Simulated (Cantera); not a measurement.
A perfectly stirred reactor is fed with NO : N2 = 1 : 2.4 (molar parts), at 4300 Pa; it is held at 1900 K, and followed from long to short residence time.

Model: GRI-Mech 3.0 (53 species, 325 reactions), integrated in Cantera. Radical loss at walls, strong at low pressure, is not modelled.

Task: Predict: x(NO) at τ = 2.20 s; x(N2) at τ = 2.20 s; x(O) at τ = 2.20 s; x(N2O) at τ = 2.20 s; x(O2) at τ = 2.20 s; x(NO) at τ = 7.80 ms; x(N2) at τ = 7.80 ms; x(O) at τ = 7.80 ms; x(N2O) at τ = 7.80 ms; x(O2) at τ = 7.80 ms.

Result: 
```
Quantity                 Result
---------------------  --------
x(NO) at τ = 2.20 s       0.278
x(N2) at τ = 2.20 s       0.714
x(O) at τ = 2.20 s     0.000170
x(N2O) at τ = 2.20 s    3.01e-5
x(O2) at τ = 2.20 s     0.00773
x(NO) at τ = 7.80 ms      0.294
x(N2) at τ = 7.80 ms      0.706
x(O) at τ = 7.80 ms     1.74e-5
x(N2O) at τ = 7.80 ms   1.11e-5
x(O2) at τ = 7.80 ms    1.92e-6
```
